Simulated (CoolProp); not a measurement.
The fluid at 869.17 K and 0.197 MPa (gas) is heated at constant pressure to 972.6 K. The same conditions are run with several fluids, on thermodynamics alone (safety and materials aside).

The numbers come from the reference Helmholtz-energy equation of state of each fluid (carbon dioxide: Span 1996; oxygen: Schmidt 1985; water: Wagner 2002; dry air: Lemmon 2000; normal hydrogen: Leachman 2009) in CoolProp. Blends and air are pseudo-pure fits.

```json
[
 {"fluid": "carbon dioxide", "heat (kJ/kg)": "125", "final density (kg/m³)": "[?]"},
 {"fluid": "oxygen", "heat (kJ/kg)": "111", "final density (kg/m³)": "0.779"},
 {"fluid": "water", "heat (kJ/kg)": "231", "final density (kg/m³)": "[?]"},
 {"fluid": "dry air", "heat (kJ/kg)": "[?]", "final density (kg/m³)": "[?]"},
 {"fluid": "normal hydrogen", "heat (kJ/kg)": "[?]", "final density (kg/m³)": "[?]"}
]
```

Task: Fill in the missing entries.

Result: 
- carbon dioxide, final density (kg/m³): 1.07
- water, final density (kg/m³): 0.439
- dry air, heat (kJ/kg): 116
- dry air, final density (kg/m³): 0.705
- normal hydrogen, heat (kJ/kg): 1540
- normal hydrogen, final density (kg/m³): 0.0491

Above 300 K oxygen's equation is extrapolated.
